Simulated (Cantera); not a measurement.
Input (Python, Cantera) and output of one run.

```python
import numpy as np
import cantera as ct

gas_names = """
    C CN C2 CCN CNC C2N2 C3 C4 C4N2 C5 N N2 Si SiC SiC2 SiN Si2 Si2C Si2N Si3
""".split()
cond_names = """
    C(gr) Si(cr) Si(L) SiC(b) Si3N4(a)
""".split()


def load(file, names, dense=False):
    # The tables refer to 1 bar. Condensed volumes are neglected.
    table = {s.name: s for s in ct.Species.list_from_file(file)}
    out = []
    for n in names:
        d = dict(table[n].input_data)
        d["thermo"] = dict(d["thermo"], **{"reference-pressure": 1e5})
        if dense:
            d["equation-of-state"] = {"model": "constant-volume", "density": "1e6 g/cm^3"}
        out.append(ct.Species.from_dict(d))
    return out


gas = ct.Solution(thermo="ideal-gas", species=load("nasa_gas.yaml", gas_names))
cond = {s.name: ct.Solution(thermo="fixed-stoichiometry", species=[s], name=s.name)
        for s in load("nasa_condensed.yaml", cond_names, dense=True)}
atoms = {
    'SiC': {'Si': 1, 'C': 1},
    'Si': {'Si': 1},
    'N2': {'N': 2},
}
top_T = {'C(gr)': 4500, 'SiC(b)': 3050, 'Si3N4(a)': 2400}  # K; cautious upper limits of use, not melting points


def equilibrate(T, P, feed):
    n = {}
    for name, mol in feed.items():
        for a, k in atoms[name].items():
            n[a] = n.get(a, 0.0) + k * mol
    gas.TPX = T, P, n
    mass = sum(n.values()) * gas.mean_molecular_weight
    gas.equilibrate("TP")
    valid = [c for c in cond.values() if c.min_temp <= T <= top_T.get(c.name, c.max_temp)]
    mix = ct.Mixture([(gas, mass / gas.mean_molecular_weight)] + [(c, 0.0) for c in valid])
    mix.T, mix.P = T, P
    mix.equilibrate("TP", solver="vcs", rtol=1e-11, max_steps=5000)
    return mix


results = []
feed = {'SiC': 1, 'Si': 0.19, 'N2': 0.52}  # mol
T = 2873  # K
for P in [1, 5.6, 32, 180, 1000, 5600, 32000, 180000, 1000000]:
    mix = equilibrate(T, P, feed)
    results.append((T, P, feed, dict(zip(mix.species_names, mix.species_moles))))

top = {s: max(r[3][s] / sum(r[3][g] for g in gas_names) for r in results) for s in gas_names}
cols = sorted((s for s in top if top[s] > 0.0001), key=lambda s: -top[s])[:8]
seen = [c for c in cond_names if any(r[3].get(c, 0) > 1e-12 for r in results)]
print("log10 of partial pressures in bar; condensed amounts in mol")
print(f"{'P/Pa':>10s}" + "".join(f"{s[:9]:>10s}" for s in cols + seen))
for T, P, feed, n in results:
    ng = sum(n[g] for g in gas_names)
    print(f"{P:10.4g}" + "".join(f"{np.log10(max(n[s] / ng * P / 1e5, 1e-99)):10.3f}" for s in cols)
          + "".join(f"{n.get(c, 0):10.4g}" for c in seen))
```

Result:

```
log10 of partial pressures in bar; condensed amounts in mol
      P/Pa        N2        Si      SiC2         C      Si2C        C3        CN        C2     C(gr)     Si(L)    SiC(b)
         1    -5.707    -5.318    -7.096    -5.639   -10.358    -6.509    -6.468    -6.717         0         0         0
       5.6    -4.900    -4.544    -5.591    -5.274    -8.446    -5.413    -5.698    -5.986         0         0         0
        32    -4.087    -3.808    -4.385    -5.039    -6.738    -4.709    -5.057    -5.517         0         0         0
       180    -3.294    -3.104    -3.404    -4.901    -5.191    -4.293    -4.522    -5.240         0         0         0
      1000    -2.521    -2.400    -2.585    -4.843    -3.726    -4.121    -4.079    -5.125   0.02469         0         0
      5600    -1.738    -1.709    -1.894    -4.843    -2.344    -4.121    -3.687    -5.125    0.1403         0         0
   3.2e+04    -0.631    -1.271    -2.037    -5.133    -1.759    -4.991    -3.423    -5.705         0   0.03376    0.9198
   1.8e+05     0.233    -1.271    -2.037    -5.133    -1.759    -4.991    -2.992    -5.705         0    0.1668    0.9886
     1e+06     0.995    -1.271    -2.037    -5.133    -1.759    -4.991    -2.610    -5.705         0    0.1854    0.9978
```

Equilibrium computed with Cantera from the NASA thermochemical tables; the gas is ideal and each condensed phase is pure. Mutual solubility and eutectic melting of coexisting phases are not modelled. The tables' values for SiN are old estimates; treat these amounts as uncertain.
